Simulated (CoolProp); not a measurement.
Vapour-liquid equilibrium of R134a (1) + methanol (2) at 240 K; x and y are mole fractions of (1).

Model: multi-fluid Helmholtz-energy mixture model, Tillner-Roth 1994 and de Reuck 1993; pair parameters Bell 2016, in CoolProp.

**Question.** Give the bubble pressure and the first vapour's composition at x = 0.2, 0.35, 0.5. Is there an azeotrope?

**Answer.** x = 0.2: 0.03966 MPa, y = 0.992; x = 0.35: 0.04652 MPa, y = 0.993; x = 0.5: 0.05023 MPa, y = 0.994. No azeotrope shows between x = 0.05 and 0.95.

The pair parameters rest on a limited set of measurements; away from them the model extrapolates. With so large a gap from Raoult's law the liquid may split in two, which this calculation doesn't test in full.
